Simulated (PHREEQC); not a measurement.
A solution holds 3.4 mol/kgw LiBr, 0.57 mol/kgw Na2SO4 and 0.36 mol/kgw MgCl2, at 25 °C. Closed to the air; pH follows from the charge balance.

Computed with PHREEQC (Pitzer model, pitzer.dat).

* **ionic strength**: 6.19 mol/kgw
* **activity of water**: 0.764
* **density**: 1.262 g/cm³
* **osmotic coefficient**: 1.559

| species | molality | activity | log γ |
|---|---|---|---|
| Br- | 3.40 | 2.71 | -0.099 |
| Li+ | 3.40 | 19.1 | 0.750 |
| Na+ | 1.14 | 2.88 | 0.403 |
| Cl- | 0.720 | 0.444 | -0.210 |
| SO4-2 | 0.570 | 0.00301 | -2.277 |
| Mg+2 | 0.360 | 2.94 | 0.913 |
| MgOH+ | 2.69e-6 | 2.28e-6 | -0.072 |
| HSO4- | 2.54e-6 | 4.40e-7 | -0.761 |

No solid was allowed to form. Complexes and solids missing from the database can't appear.
